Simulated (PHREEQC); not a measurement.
Make-up at 25 °C: 0.0051 mol HF, 0.00025 mol KF, 0.00059 mol H4SiO4 and 8.5e-05 mol HCl per kg of water. Closed to the air; pH follows from the charge balance.

All values are PHREEQC results (ion-association model, wateq4f.dat), not measurements.

Task: The ionic strength comes out as 0.00226 mol/kgw. What activity coefficients do HF2-, K+, F-, SiF6-2, Cl- get?

Result: HF2- 0.95, K+ 0.95, F- 0.95, SiF6-2 0.81, Cl- 0.95.

This is a speciation only: nothing precipitates in the calculation. Examples of supersaturated solids here: Quartz (slow to form). Others may be too. Species that the database lacks are ignored. SiF6-2 is the database's only silicon fluoride.
